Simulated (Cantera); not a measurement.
Titanium nitride, carbide and oxide coatings: TiCl₄ + N₂

Input: 1 mol TiCl₄, 7.5 mol N₂, at 13.3 mbar.

Equilibrium computed with Cantera from the NASA thermochemical tables; the gas is ideal and each condensed phase is pure. Candidate condensed phases: Ti, TiCl₂, TiCl₃, TiCl₄, TiN; 9 gas species. Kinetics and transport are ignored.

```
T (°C)   x N₂  x TiCl₄   x TiCl₃      x Cl    x Cl₂   x TiCl₂
------  -----  -------  --------  --------  -------  --------
552     0.882    0.118   1.58e-7   3.53e-8  6.15e-8    <1e-12
602     0.882    0.118   5.66e-7   1.76e-7  1.95e-7    <1e-12
652     0.882    0.118   1.79e-6   7.28e-7  5.29e-7    <1e-12
702     0.882    0.118   5.08e-6   2.57e-6  1.26e-6    <1e-12
752     0.882    0.118   1.32e-5   7.91e-6  2.66e-6    <1e-12
802     0.882    0.118   3.19e-5   2.17e-5  5.13e-6  1.44e-12
852     0.882    0.118   7.19e-5   5.37e-5  9.13e-6  1.08e-11
902     0.882    0.117  0.000152  0.000122  1.52e-5  6.90e-11
952     0.882    0.117  0.000306  0.000258  2.38e-5  3.84e-10
1002    0.882    0.117  0.000583  0.000512  3.57e-5   1.89e-9
1052    0.881    0.116   0.00106  0.000959  5.14e-5   8.29e-9
1102    0.881    0.116   0.00185   0.00171  7.14e-5   3.29e-8
1152    0.880    0.114   0.00311   0.00291  9.59e-5   1.19e-7
```
x: gas mole fraction; nothing condenses.

From 552 °C to 1152 °C nothing is condensed. The main Ti-bearing gas is TiCl₄ throughout.
